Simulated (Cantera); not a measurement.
Cantera run, input and output.

```python
import numpy as np
import cantera as ct

gas = ct.Solution("gri30.yaml")
gas.TPX = 925, 690000, {'CH4': 0.0048, 'O2': 0.0043, 'N2': 1}
reactor = ct.IdealGasConstPressureReactor(gas, energy="off", clone=False)
net = ct.ReactorNet([reactor])
net.rtol, net.atol = 1e-08, 1e-18
show = ['CH4', 'O2', 'H2O2', 'HCN', 'H2']
times = np.geomspace(4e-05, 300, 15)

steps = ct.SolutionArray(gas, extra=["t"])
rows = []
print(f"{'t/s':>10s}{'T/K':>9s}{'P/Pa':>11s}" + "".join(f"{s:>11s}" for s in show))
for t in times:
    while net.time < t:
        t_next = net.step()
        steps.append(gas.state, t=t_next)
    rows.append([np.interp(t, steps.t, y) for y in (steps.T, steps.P, *steps(*show).X.T)])
    print(f"{t:10.3e}{rows[-1][0]:9.1f}{rows[-1][1]:11.4g}" + "".join(f"{x:11.3e}" for x in rows[-1][2:]))
rate = np.gradient(steps.T, steps.t)
print("integrator steps:", len(steps.t))
if steps.T.max() > steps.T[0] + 200:
    print(f"time of steepest temperature rise: {steps.t[rate.argmax()]:.4e} s")
gas.TPX = 925, 690000, {'CH4': 0.0048, 'O2': 0.0043, 'N2': 1}
gas.equilibrate("TP")
print(f"equilibrium (TP): T = {gas.T:.1f} K  " + "  ".join(f"{s} {gas[s].X[0]:.3e}" for s in show))
```

Output:

```
       t/s      T/K       P/Pa        CH4         O2       H2O2        HCN         H2
 4.000e-05    925.0    6.9e+05  4.757e-03  4.261e-03  4.568e-17  1.762e-33  5.199e-17
 1.239e-04    925.0    6.9e+05  4.757e-03  4.261e-03  4.349e-16  1.683e-32  1.928e-16
 3.839e-04    925.0    6.9e+05  4.757e-03  4.261e-03  4.158e-15  1.625e-31  8.038e-16
 1.189e-03    925.0    6.9e+05  4.757e-03  4.261e-03  3.885e-14  1.561e-30  4.374e-15
 3.684e-03    925.0    6.9e+05  4.757e-03  4.261e-03  3.414e-13  1.489e-29  3.147e-14
 1.141e-02    925.0    6.9e+05  4.757e-03  4.261e-03  2.640e-12  1.480e-28  2.811e-13
 3.536e-02    925.0    6.9e+05  4.757e-03  4.261e-03  1.448e-11  1.610e-27  2.998e-12
 1.095e-01    925.0    6.9e+05  4.757e-03  4.261e-03  4.592e-11  2.136e-26  4.269e-11
 3.394e-01    925.0    6.9e+05  4.757e-03  4.261e-03  7.744e-11  2.441e-25  5.510e-10
 1.051e+00    925.0    6.9e+05  4.757e-03  4.261e-03  9.407e-11  1.251e-24  3.071e-09
 3.257e+00    925.0    6.9e+05  4.756e-03  4.261e-03  1.476e-10  5.014e-24  1.472e-08
 1.009e+01    925.0    6.9e+05  4.755e-03  4.260e-03  4.295e-10  2.887e-23  1.148e-07
 3.126e+01    925.0    6.9e+05  4.681e-03  4.196e-03  4.322e-08  1.479e-19  1.157e-05
 9.684e+01    925.0    6.9e+05  1.581e-03  1.444e-05  1.634e-10  3.422e-14  1.308e-03
 3.000e+02    925.0    6.9e+05  1.580e-03  1.936e-06  4.943e-12  3.729e-14  1.310e-03
integrator steps: 2063
equilibrium (TP): T = 925.0 K  CH4 9.262e-06  O2 6.941e-25  H2O2 4.491e-24  HCN 2.299e-08  H2 7.384e-03
```

Model: GRI-Mech 3.0 (53 species, 325 reactions), integrated in Cantera. Below about 1000 K GRI-Mech 3.0 lacks low-temperature oxidation paths.
